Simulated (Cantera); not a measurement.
# Silicon nitride deposition: Si2Cl6 + NH3 + N2

A closed system holds: 1 mol Si2Cl6, 26 mol NH3, 17 mol N2, at 0.0100 bar.

Equilibrium computed with Cantera from the NASA thermochemical tables; the gas is ideal and each condensed phase is pure. Candidate condensed phases: NH4Cl, Si, Si3N4; 28 gas species. The feed counts by its element totals alone. The tables' values for SiCl, SiCl3, SiN are old estimates; treat these amounts as uncertain. Gases not in the tables: Si2H6 and higher silanes. Rates play no part.

| T (°C) | log p H2 | log p N2 | log p HCl | log p SiCl2 | log p H | log p Si | log p SiCl | log p Cl | n Si3N4(s) | n Si(l) |
|---|---|---|---|---|---|---|---|---|---|---|
| 1000 | -2.29 | -2.39 | -3.07 | -6.26 | -7.29 | -13.56 | -11.64 | -8.14 | 0.665 | 0 |
| 1100 | -2.29 | -2.39 | -3.08 | -5.48 | -6.62 | -11.49 | -10.04 | -7.49 | 0.658 | 0 |
| 1200 | -2.29 | -2.39 | -3.09 | -4.83 | -6.04 | -9.71 | -8.68 | -6.93 | 0.631 | 0 |
| 1300 | -2.29 | -2.39 | -3.13 | -4.32 | -5.54 | -8.15 | -7.53 | -6.47 | 0.553 | 0 |
| 1400 | -2.29 | -2.39 | -3.20 | -3.97 | -5.09 | -6.79 | -6.56 | -6.11 | 0.411 | 0 |
| 1500 | -2.29 | -2.38 | -3.30 | -3.80 | -4.69 | -5.67 | -5.81 | -5.81 | 0 | 0.809 |
| 1600 | -2.29 | -2.38 | -3.28 | -3.82 | -4.34 | -5.05 | -5.43 | -5.45 | 0 | 0.812 |
| 1700 | -2.30 | -2.38 | -3.27 | -3.86 | -4.02 | -4.50 | -5.10 | -5.12 | 0 | 0.667 |
log p: log10 of the partial pressure in bar; n: condensed amount in mol.

From 1000 °C to 1400 °C the condensed part is Si3N4(s). From 1500 °C to 1700 °C the condensed part is Si(l). The main Si-bearing gas is SiCl2 throughout. The share of Si in condensed phases is highest at 1000 °C (99.7 %) and lowest at 1700 °C (33.4 %).
